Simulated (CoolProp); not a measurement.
Model: reference Helmholtz-energy equation of state, Lemmon 2005, in CoolProp. It is a short technical equation, of lower accuracy than the large ones.

### Question
For isobutene, give the phase and the cp (kJ/(kg K)), cv (kJ/(kg K)), isothermal compressibility (1/MPa), expansivity (1/kK) at 66.85 °C and 208 bar; 132.35 °C and 208 bar.

### Answer
- 66.85 °C and 208 bar: liquid; cp 2.43, cv 1.78, isothermal compressibility 0.00286, expansivity 1.77
- 132.35 °C and 208 bar: liquid; cp 2.70, cv 1.99, isothermal compressibility 0.00580, expansivity 2.26
